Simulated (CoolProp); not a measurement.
Values from CoolProp's reference Helmholtz-energy equation of state, Zhou 2016.

For R245ca, give the phase and the speed of sound (m/s), fugacity coefficient at 373 K and 9.08 MPa; 265 K and 0.259 MPa.


- 373 K and 9.08 MPa: liquid; speed of sound 520, fugacity coefficient 0.116
- 265 K and 0.259 MPa: liquid; speed of sound 878, fugacity coefficient 0.0875
